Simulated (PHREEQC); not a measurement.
A solution holds 15 mmol/kgw MgCl2 and 0.1 mmol/kgw NaF, at 20 °C. Closed to the air; pH follows from the charge balance.

Equilibrium calculation in PHREEQC: ion-association model, phreeqc.dat.

Each row changes one thing in this solution. Precipitation was switched off in this run.

```csv
case,pH,F- (mol/kgw),HF (mol/kgw)
as made,6.82,6.92e-5,1.17e-8
MgCl2 from 0.015 to 0.03 mol/kgw,6.73,5.73e-5,1.12e-8
temperature from 20 to 80 °C,___,___,2.25e-7
MgCl2 replaced by HCl at the same molality,1.87,5.82e-6,___
NaF replaced by (CH3)4NF at the same molality,6.82,6.92e-5,1.17e-8
MgCl2 left out,7.11,1.00e-4,1.05e-8
NaF from 0.0001 to 1e-05 mol/kgw,6.80,6.91e-6,1.20e-9
```

Question: What belongs in the gaps?

Answer: 
- temperature from 20 to 80 °C, pH: 5.88
- temperature from 20 to 80 °C, F- (mol/kgw): 4.90e-5
- MgCl2 replaced by HCl at the same molality, HF (mol/kgw): 9.42e-5

Away from 25 °C the constants follow the database's enthalpies or fits; those with neither stay at their 25 °C values.
